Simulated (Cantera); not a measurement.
Source: NASA polynomial tables (part measured, part estimated), evaluated in Cantera. Values are per mole of reaction as written; species without (g) are pure solids or liquids, kept so even where they would boil at 1 bar.

Task: Between 700 and 1700 K, where is each reaction favourable under standard conditions?
- 2 Cr₂N + 3 H₂O₂(g) → 6 O(g) + 4 Cr + 2 NH₃(g)

Result: 
- 2 Cr₂N + 3 H₂O₂(g) → 6 O(g) + 4 Cr + 2 NH₃(g): ΔG° is 1630 kJ at 700 K and 1001 kJ at 1700 K; it stays positive (K < 1). ΔH° is 2071 kJ and ΔS° 629 J/K at 1700 K.
